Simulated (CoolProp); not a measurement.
Saturated liquid density (kg/m³) of fluorine: the reference equation beside estimates from Tc = 144.4 K, pc = 5.240 MPa, ω = 0.045. Rackett uses Z = 0.29056 − 0.08775 ω.

Values from CoolProp's reference Helmholtz-energy equation of state, de Reuck 1990.

```tsv
T (K)	reference	Rackett	Redlich-Kwong	Soave-Redlich-Kwong
80	1536	1560	1557	1544
87.4	1485	1508	(withheld)	1488
94.9	1430	1452	1432	1425
102.3	1371	1393	1360	1356
109.8	1307	(withheld)	1278	(withheld)
117.2	1237	1256	(withheld)	1188
124.7	1154	1174	1078	1082
132.1	1053	1074	948.3	953.2
```

Question: Some entries are withheld; supply them.

Answer: 
- 87.4, Redlich-Kwong: 1498
- 109.8, Rackett: 1328
- 109.8, Soave-Redlich-Kwong: 1277
- 117.2, Redlich-Kwong: 1186

Absolute difference from the reference over all 8 rows, mean and median: Rackett 1.6 and 1.6 %, Redlich-Kwong 3.3 and 1.8 %, Soave-Redlich-Kwong 3.0 and 1.7 %.
